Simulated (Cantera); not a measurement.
Cantera run:

```python
import numpy as np
import cantera as ct

gas_names = [...]  # 118 gases of nasa_gas.yaml made of C, Cl, F, H
cond_names = """
    C(gr) C6H6(L) C7H8(L) C8H18(L),n-octa
""".split()


# ... load() reads the species with a 1 bar reference pressure and builds the phases ...
atoms = {
    'CH3Cl': {'C': 1, 'H': 3, 'CL': 1},
    'F2': {'F': 2},
}
top_T = {'C(gr)': 4500}  # K; cautious upper limits of use, not melting points


# ... equilibrate(T, P, feed) seeds the gas with the atoms and calls Mixture.equilibrate('TP', solver="vcs", rtol=1e-11, max_steps=5000) ...
results = []
feed = {'CH3Cl': 1, 'F2': 0.14}  # mol
P = 17000  # Pa
for T in [1123, 1223, 1323, 1423, 1523, 1623, 1723, 1823, 1923]:
    mix = equilibrate(T, P, feed)
    results.append((T, P, feed, dict(zip(mix.species_names, mix.species_moles))))
    x = sorted(zip(gas.X, gas.species_names), reverse=True)
    print(f"T = {T:g} K  P = {P:g} Pa  gas = {mix.phase_moles(0):.4g} mol")
    print("   x: " + "  ".join(f"{s} {v:.3e}" for v, s in x if v > 1e-05))
    print("   condensed (mol): " + ("  ".join(f"{mix.phase(i).name} {mix.phase_moles(i):.4g}"
          for i in range(1, mix.n_phases) if mix.phase_moles(i) > 1e-12) or "none"))
```

Output:

```
T = 1123 K  P = 17000 Pa  gas = 2.138 mol
   x: HCL 4.677e-01  H2 4.006e-01  HF 1.309e-01  CH4 8.007e-04
   condensed (mol): C(gr) 0.9983
T = 1223 K  P = 17000 Pa  gas = 2.139 mol
   x: HCL 4.675e-01  H2 4.013e-01  HF 1.309e-01  CH4 3.647e-04
   condensed (mol): C(gr) 0.9992
T = 1323 K  P = 17000 Pa  gas = 2.14 mol
   x: HCL 4.674e-01  H2 4.016e-01  HF 1.309e-01  CH4 1.863e-04
   condensed (mol): C(gr) 0.9996
T = 1423 K  P = 17000 Pa  gas = 2.14 mol
   x: HCL 4.673e-01  H2 4.017e-01  HF 1.309e-01  CH4 1.045e-04  H 1.021e-05
   condensed (mol): C(gr) 0.9998
T = 1523 K  P = 17000 Pa  gas = 2.14 mol
   x: HCL 4.673e-01  H2 4.017e-01  HF 1.308e-01  CH4 6.318e-05  H 3.553e-05  CL 3.316e-05
   condensed (mol): C(gr) 0.9998
T = 1623 K  P = 17000 Pa  gas = 2.14 mol
   x: HCL 4.672e-01  H2 4.017e-01  HF 1.308e-01  H 1.063e-04  CL 9.732e-05  CH4 4.068e-05  C2H2,acetylene 1.400e-05
   condensed (mol): C(gr) 0.9999
T = 1723 K  P = 17000 Pa  gas = 2.141 mol
   x: HCL 4.669e-01  H2 4.017e-01  HF 1.308e-01  H 2.803e-04  CL 2.524e-04  C2H2,acetylene 3.635e-05  CH4 2.759e-05
   condensed (mol): C(gr) 0.9998
T = 1823 K  P = 17000 Pa  gas = 2.141 mol
   x: HCL 4.664e-01  H2 4.015e-01  HF 1.308e-01  H 6.658e-04  CL 5.901e-04  C2H2,acetylene 8.485e-05  CH4 1.955e-05
   condensed (mol): C(gr) 0.9996
T = 1923 K  P = 17000 Pa  gas = 2.143 mol
   x: HCL 4.654e-01  H2 4.010e-01  HF 1.307e-01  H 1.447e-03  CL 1.263e-03  C2H2,acetylene 1.810e-04  CH4 1.436e-05
   condensed (mol): C(gr) 0.9992
```

Cantera equilibrium calculation (NASA polynomials, part measured and part estimated; ideal gas, pure solids and liquids).
